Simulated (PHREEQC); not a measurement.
A solution holds 1.5 mmol/kgw TMAH, 2.3 mmol/kgw K2SiO3 and 58 mmol/kgw Na2CO3, at 25 °C. Closed to the air; pH follows from the charge balance.

All values are PHREEQC results (ion-association model, phreeqc.dat), not measurements.

This is a speciation only: nothing precipitates in the calculation.

Problem. Order these Si species by the share of Si that they hold, largest first: H4SiO4, H2SiO4-2, H3SiO4-.

Solution. H3SiO4- (94 %), H2SiO4-2 (4.7 %), H4SiO4 (1.3 %)

The pH is 11.54 and the ionic strength 0.136 mol/kgw. (CH3)4N+ isn't in the database: it is added as a free cation with an ion size of 4 Å.
